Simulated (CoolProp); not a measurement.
Vapour-liquid equilibrium of carbon dioxide (1) + sulfur dioxide (2) at 1.25 °C; x and y are mole fractions of (1).

The numbers come from the multi-fluid Helmholtz-energy mixture model, Span 1996 and Gao 2016; pair parameters Bell 2016 in CoolProp.

### Question
Give the bubble pressure and the first vapour's composition at x = 0.25, 0.35, 0.65. Is there an azeotrope?

### Answer
x = 0.25: 11.19 bar, y = 0.867; x = 0.35: 14.65 bar, y = 0.904; x = 0.65: 23.81 bar, y = 0.955. No azeotrope shows between x = 0.05 and 0.95.

Pair parameters are fitted to limited data, so mixtures are less certain than the pure fluids. The gap from Raoult's law changes sign with composition, which may be real or a fault of the pair parameters; it wasn't checked against measurements.
